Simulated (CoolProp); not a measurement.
Computed with CoolProp (reference Helmholtz-energy equation of state, Lemmon 2006). It is a short technical equation, of lower accuracy than the large ones.

Q: Give the vapour pressure (MPa), vapour density (kg/m³), vapour viscosity (µPa s) of saturated R142b at 76.25 °C.

A: 
| T (°C) | p (MPa) | vapour density (kg/m³) | vapour viscosity (µPa s) |
|---|---|---|---|
| 76.25 | 1.27 | 57.3 | 12.6 |

Viscosity comes from a separate model (Huber 2003), an estimate that may be off by 10 % or more.
